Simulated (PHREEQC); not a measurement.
Make-up at 80 °C: 0.29 mol HF, 0.042 mol NaF, 0.00043 mol H2SiF6 and 0.7 mol H2SO4 per kg of water. Closed to the air; pH follows from the charge balance.

The numbers come from PHREEQC with the ion-association model, phreeqc.dat.

Question: The ionic strength comes out as 0.736 mol/kgw. What activity coefficients do Na+, H+, F-, NaSO4-, HF2- get?

Answer: Na+ 0.69, H+ 0.73, F- 0.57, NaSO4- 0.64, HF2- 0.73.

No solid was allowed to form. Ionic strength above about 0.7 mol/kgw puts this run outside the model's range. Constants without temperature data keep their 25 °C values here. SiF6-2 is the database's only silicon fluoride.
